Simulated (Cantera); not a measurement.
## Pyrogenic steam for wet oxidation

An isothermal, constant-pressure homogeneous reactor starts with 17.1 % H2, 25.1 % O2, 57.8 % N2, at 1098 K and 0.730 bar.

Detailed kinetics in Cantera: GRI-Mech 3.0 (53 species, 325 reactions). The temperature is held fixed by assumption; the heat of reaction is taken as removed at once.

| t (s) | x H2 | x O2 | x O | x OH | x N2O |
|---|---|---|---|---|---|
| 1.00e-6 | 0.171 | 0.251 | 2.09e-11 | 1.47e-11 | <1e-12 |
| 4.64e-6 | 0.171 | 0.251 | 3.09e-10 | 1.53e-10 | <1e-12 |
| 2.15e-5 | 0.171 | 0.251 | 1.47e-8 | 6.61e-9 | <1e-12 |
| 0.000100 | 0.0804 | 0.212 | 0.00615 | 0.00410 | 7.75e-9 |
| 0.000464 | 0.00318 | 0.182 | 7.72e-5 | 0.000116 | 4.05e-8 |
| 0.00215 | 0.00109 | 0.182 | 9.07e-6 | 2.42e-5 | 4.65e-8 |
| 0.0100 | 0.000234 | 0.181 | 1.16e-6 | 9.43e-6 | 5.05e-8 |
| 0.0464 | 2.08e-5 | 0.181 | 4.88e-8 | 3.07e-6 | 5.20e-8 |
| 0.215 | 2.97e-7 | 0.181 | 2.84e-9 | 1.39e-6 | 5.18e-8 |
| 1.00 | 6.78e-10 | 0.181 | 1.14e-9 | 9.21e-7 | 5.01e-8 |
x: mole fraction; the columns are a selection and need not sum to one.

Equilibrium at this temperature and pressure: H2 6.48e-10, O2 0.181, O 1.19e-9, OH 9.41e-7, N2O 4.02e-9 (gas phase only).
